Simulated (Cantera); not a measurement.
What does this Cantera script print?

```python
import numpy as np
import cantera as ct

gas_names = [...]  # 113 gases of nasa_gas.yaml made of C, H, O, Ta
cond_names = """
    C(gr) C6H6(L) C7H8(L) C8H18(L),n-octa H2O(s) H2O(L) Ta(cr) Ta(L) TaC(s) TaC(L) Ta2O5(s) Ta2O5(L)
""".split()


# ... load() reads the species with a 1 bar reference pressure and builds the phases ...
atoms = {
    'Ta(OEt)5': {'Ta': 1, 'C': 10, 'H': 25, 'O': 5},
    'CH4': {'C': 1, 'H': 4},
}
top_T = {'C(gr)': 4500}  # K; cautious upper limits of use, not melting points


# ... equilibrate(T, P, feed) seeds the gas with the atoms and calls Mixture.equilibrate('TP', solver="vcs", rtol=1e-11, max_steps=5000) ...
results = []
feed = {'Ta(OEt)5': 1, 'CH4': 2.9}  # mol
P = 100000  # Pa
for T in [950, 1100, 1250, 1400, 1550, 1700, 1850, 2000, 2150, 2300, 2450, 2600, 2750]:
    mix = equilibrate(T, P, feed)
    results.append((T, P, feed, dict(zip(mix.species_names, mix.species_moles))))

top = {s: max(r[3][s] / sum(r[3][g] for g in gas_names) for r in results) for s in gas_names}
cols = sorted((s for s in top if top[s] > 0.001), key=lambda s: -top[s])[:8]
seen = [c for c in cond_names if any(r[3].get(c, 0) > 1e-12 for r in results)]
print("log10 of partial pressures in bar; condensed amounts in mol")
print(f"{'T/K':>10s}" + "".join(f"{s[:9]:>10s}" for s in cols + seen))
for T, P, feed, n in results:
    ng = sum(n[g] for g in gas_names)
    print(f"{T:10.4g}" + "".join(f"{np.log10(max(n[s] / ng * P / 1e5, 1e-99)):10.3f}" for s in cols)
          + "".join(f"{n.get(c, 0):10.4g}" for c in seen))
```

Result:

```
log10 of partial pressures in bar; condensed amounts in mol
       T/K        H2        CO       CH4         H       H2O C2H2,acet       CO2     C(gr)    TaC(s)  Ta2O5(s)
       950    -0.114    -1.148    -1.003    -9.311    -1.291    -9.675    -2.072     9.688         0       0.5
      1100    -0.070    -0.945    -1.585    -7.623    -2.063    -7.946    -2.944     10.07         0       0.5
      1250    -0.061    -0.915    -2.081    -6.346    -2.798    -6.660    -3.847      10.2    0.0198    0.4901
      1400    -0.107    -0.669    -2.578    -5.366    -3.204    -5.705    -4.103     6.855         1         0
      1550    -0.106    -0.668    -2.903    -4.555    -3.691    -4.900    -4.700     6.875         1         0
      1700    -0.105    -0.668    -3.171    -3.884    -4.090    -4.240    -5.187     6.884         1         0
      1850    -0.106    -0.668    -3.395    -3.321    -4.424    -3.688    -5.590     6.882         1         0
      2000    -0.106    -0.669    -3.584    -2.842    -4.706    -3.221    -5.930     6.866         1         0
      2150    -0.108    -0.669    -3.748    -2.429    -4.948    -2.821    -6.218     6.825         1         0
      2300    -0.111    -0.670    -3.892    -2.070    -5.160    -2.475    -6.468     6.739         1         0
      2450    -0.118    -0.672    -4.023    -1.756    -5.349    -2.177    -6.686     6.581         1         0
      2600    -0.129    -0.676    -4.148    -1.480    -5.522    -1.919    -6.880     6.314         1         0
      2750    -0.147    -0.681    -4.275    -1.238    -5.685    -1.698    -7.055     5.898         1         0
```

Equilibrium computed with Cantera from the NASA thermochemical tables; the gas is ideal and each condensed phase is pure. The feed counts by its element totals alone. Mutual solubility and eutectic melting of coexisting phases are not modelled. TaC: taken at fixed stoichiometry. Condensed phases not in the tables: Ta2C.
